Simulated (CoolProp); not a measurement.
Vapour-liquid equilibrium of R113 (1) + n-hexane (2) at 0.795 bar; x and y are mole fractions of (1).

Computed with CoolProp (multi-fluid Helmholtz-energy mixture model, Marx 1992 and Thol 2019; pair parameters Bell 2016).

```
x      bubble temperature (K)  y at the bubble point  dew temperature at overall composition x (K)  liquid density (mol/L)
-----  ----------------------  ---------------------  --------------------------------------------  ----------------------
0.05                    332.1                  0.116                                         333.4                   7.255
0.125                   329.1                  0.257                                         331.9                   7.330
0.2                     326.7                  0.369                                         330.3                   7.400
0.275                   324.6                  0.461                                         328.7                   7.469
0.35                    322.8                  0.539                                         327.1                   7.536
0.425                   321.3                  0.606                                         325.4                   7.603
0.5                     319.9                  0.666                                         323.7                   7.670
0.575                   318.7                  0.721                                         322.0                   7.737
0.65                    317.6                  0.772                                         320.3                   7.806
0.725                   316.6                  0.821                                         318.6                   7.875
0.8                     315.7                  0.870                                         317.1                   7.946
0.875                   314.9                  0.918                                         315.6                   8.018
0.95                    314.1                  0.966                                         314.3                   8.092
```

No azeotrope shows between x = 0.05 and 0.95.

Pair parameters are fitted to limited data, so mixtures are less certain than the pure fluids.
